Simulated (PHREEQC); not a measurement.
Solution (25 °C): 0.13 mol H2SO4 and 0.026 mol MgCl2 per kg of water. Closed to the air; pH follows from the charge balance.

Model: ion-association model, phreeqc.dat, run in PHREEQC.

Task: The ionic strength comes out as 0.236 mol/kgw. What activity coefficients do H+, SO4-2, Cl-, HSO4-, Mg+2 get?

Result: H+ 0.79, SO4-2 0.27, Cl- 0.70, HSO4- 0.74, Mg+2 0.33.

No solid was allowed to form.
